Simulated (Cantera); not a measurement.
Gas mixture: O2 = 0.21 (molar parts), at 5.23 atm, frozen composition.

Cantera's kinetic-theory transport with the Lennard-Jones parameters of GRI-Mech 3.0, ideal gas; thermal conductivity in the multicomponent form.

D: mixture-averaged diffusion coefficient of that species in the mixture.

```
T (K)  ρ (kg/m³)  cp (J/kg/K)  μ (µPa s)  λ (mW/m/K)     Pr  D (cm²/s) NO  D (cm²/s) N2  D (cm²/s) H2
-----  ---------  -----------  ---------  ----------  -----  ------------  ------------  ------------
400         5.10        941.4       25.6        33.9  0.712        0.0648        0.0660           [?]
500         4.08        971.4       30.0        41.1  0.711        0.0952        0.0969           [?]
600         3.40         1003       34.1        48.1  0.710         0.130         0.132           [?]
700         2.91         1031       37.8        54.9  0.710         0.168         0.171           [?]
800         2.55         1055       41.4        61.5  0.710         0.211         0.214           [?]
900         2.27         1074       44.7        67.7  0.709         0.257         0.261           [?]
```

Task: What belongs in the gaps?

Result: 
- 400, D (cm²/s) H2: 0.252
- 500, D (cm²/s) H2: 0.366
- 600, D (cm²/s) H2: 0.497
- 700, D (cm²/s) H2: 0.643
- 800, D (cm²/s) H2: 0.803
- 900, D (cm²/s) H2: 0.976
